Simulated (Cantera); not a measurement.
Fe₂O₃ + H₂S + N₂ (roasting and sulfation)

Feed: 1 mol Fe₂O₃, 0.52 mol H₂S, 2.7 mol N₂, held at 0.100 bar.

Method: chemical equilibrium by Gibbs-energy minimisation in Cantera with the NASA 1993 tables (ideal gas, pure condensed phases). Candidate condensed phases: Fe, FeO, Fe(OH)₂, Fe(OH)₃, FeS, FeSO₄, FeS₂, Fe₂O₃, Fe₂(SO₄)₃, Fe₃O₄, H₂O, H₂SO₄, S; 38 gas species. The tables' stoichiometric FeO is somewhat more stable than real wüstite, so its field is too wide. FeO: taken at fixed stoichiometry. The numbers say what is thermodynamically allowed, not how fast it happens.

| T (°C) | x N₂ | x H₂O | x SO₂ | x H₂ | x S₂ | x SO | x H₂S | n FeO(s) | n FeO(l) |
|---|---|---|---|---|---|---|---|---|---|
| 1252 | 0.747 | 0.124 | 0.0752 | 0.0170 | 0.0310 | 0.00206 | 0.00306 | 2.00 | 0 |
| 1302 | 0.746 | 0.121 | 0.0760 | 0.0197 | 0.0302 | 0.00279 | 0.00278 | 2.00 | 0 |
| 1352 | 0.746 | 0.118 | 0.0768 | 0.0224 | 0.0294 | 0.00370 | 0.00252 | 2.00 | 0 |
| 1402 | 0.745 | 0.116 | 0.0775 | 0.0252 | 0.0284 | 0.00482 | 0.00228 | 0 | 2.00 |
| 1452 | 0.744 | 0.113 | 0.0781 | 0.0280 | 0.0274 | 0.00617 | 0.00206 | 0 | 2.00 |
| 1502 | 0.743 | 0.110 | 0.0786 | 0.0309 | 0.0262 | 0.00777 | 0.00186 | 0 | 2.00 |
| 1552 | 0.742 | 0.107 | 0.0790 | 0.0337 | 0.0249 | 0.00963 | 0.00168 | 0 | 2.00 |
x: gas mole fraction; n: condensed amount in mol.

From 1252 °C to 1352 °C the condensed part is FeO(s). From 1402 °C to 1552 °C the condensed part is FeO(l). The main Fe-bearing gas is Fe(OH)₂ at 1252 °C and Fe at 1552 °C.
